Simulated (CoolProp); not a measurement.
Vapour-liquid equilibrium of ethylene (1) + ethane (2) at 0.223 MPa; x and y are mole fractions of (1).

The numbers come from the multi-fluid Helmholtz-energy mixture model, Smukala 2000 and Bücker 2006; pair parameters Bell 2016 in CoolProp.

Question: Give the bubble temperature and the first vapour's composition at x = 0.55, 0.65, 0.95. Is there an azeotrope?

Answer: x = 0.55: -83.5 °C, y = 0.711; x = 0.65: -84.9 °C, y = 0.787; x = 0.95: -88.5 °C, y = 0.974. No azeotrope shows between x = 0.05 and 0.95.

Pair parameters are fitted to limited data, so mixtures are less certain than the pure fluids.
